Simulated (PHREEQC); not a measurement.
Solution (20 °C): 0.023 mol CdSO4 and 0.0033 mol H3BO3 per kg of water. Closed to the air; pH follows from the charge balance.

Model: ion-association model, wateq4f.dat, run in PHREEQC.

The ionic strength comes out as 0.0520 mol/kgw. What activity coefficients do H+, Cd+2, Cd(SO4)2-2, H2BO3-, SO4-2 get?

H+ 0.85, Cd+2 0.45, Cd(SO4)2-2 0.45, H2BO3- 0.80, SO4-2 0.46.

No solid was allowed to form. Species that the database lacks are ignored.
